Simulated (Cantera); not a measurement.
Low-pressure radical oxidation in H2/O2

An isothermal, constant-pressure homogeneous reactor starts with H2 : O2 = 1.2 : 1 (molar parts), equivalence ratio 0.60, at 1175 K and 20.0 Torr.

Cantera simulation using the H2/O2 subset of GRI-Mech 3.0, which has no nitrogen chemistry; the numbers are that mechanism's predictions, not measurements. Radical loss at walls, strong at low pressure, is not modelled. The temperature is held fixed by assumption; the heat of reaction is taken as removed at once.

| t (s) | x H2 | x O2 | x HO2 | x O | x H2O | x H | x H2O2 |
|---|---|---|---|---|---|---|---|
| 1.00e-6 | 0.545 | 0.455 | 2.81e-10 | 2.65e-12 | <1e-12 | 2.79e-10 | <1e-12 |
| 4.91e-6 | 0.545 | 0.455 | 1.38e-9 | 5.71e-11 | 2.61e-11 | 1.35e-9 | <1e-12 |
| 2.41e-5 | 0.545 | 0.455 | 6.78e-9 | 9.82e-10 | 1.73e-9 | 7.51e-9 | 5.77e-12 |
| 0.000118 | 0.545 | 0.455 | 3.40e-8 | 3.13e-8 | 1.67e-7 | 1.69e-7 | 1.40e-10 |
| 0.000581 | 0.495 | 0.433 | 7.70e-6 | 0.00540 | 0.0345 | 0.0287 | 1.05e-7 |
| 0.00285 | 0.0368 | 0.249 | 2.14e-5 | 0.0270 | 0.590 | 0.0859 | 1.76e-6 |
| 0.0140 | 0.00145 | 0.249 | 1.26e-5 | 0.000799 | 0.746 | 0.000463 | 1.69e-6 |
| 0.0688 | 4.26e-5 | 0.250 | 9.29e-7 | 2.49e-5 | 0.750 | 2.52e-6 | 2.48e-7 |
| 0.338 | 3.78e-6 | 0.250 | 1.01e-7 | 2.43e-6 | 0.750 | 7.53e-8 | 4.25e-8 |
| 1.66 | 5.66e-7 | 0.250 | 1.98e-8 | 3.80e-7 | 0.750 | 4.61e-9 | 8.33e-9 |
| 8.15 | 1.20e-7 | 0.250 | 1.17e-8 | 8.04e-8 | 0.750 | 4.57e-10 | 1.98e-9 |
| 40.0 | 6.94e-8 | 0.250 | 1.27e-8 | 4.52e-8 | 0.750 | 2.00e-10 | 1.17e-9 |
x: mole fraction; the columns are a selection and need not sum to one.

Equilibrium at this temperature and pressure: H2 6.91e-8, O2 0.250, HO2 1.27e-8, O 4.50e-8, H2O 0.750, H 1.99e-10, H2O2 1.17e-9 (gas phase only).
